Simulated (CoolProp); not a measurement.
The fluid at 293.15 K and 2.83 MPa is throttled through a valve to 1.11 MPa with no heat exchange. The same conditions are run with several fluids, on thermodynamics alone (safety and materials aside).

Values from CoolProp's reference Helmholtz-energy equation of state of each fluid (cyclopentane: Gedanitz 2015; chlorine: Thol 2021; R236FA: Pan 2012; cyclopropane: Polt 1992; n-perfluorobutane: Gao 2022). The equations of Platzer and Polt are older, rougher fits.

```json
[
 {"fluid": "cyclopentane", "temperature change (K)": "+0.8", "final density (kg/m³)": "746"},
 {"fluid": "chlorine", "temperature change (K)": "+0.4", "final density (kg/m³)": "1410"},
 {"fluid": "R236FA", "temperature change (K)": "+0.3", "final density (kg/m³)": "1380"},
 {"fluid": "cyclopropane", "temperature change (K)": "+0.3", "final density (kg/m³)": "627"},
 {"fluid": "n-perfluorobutane", "temperature change (K)": "+0.3", "final density (kg/m³)": "1520"}
]
```
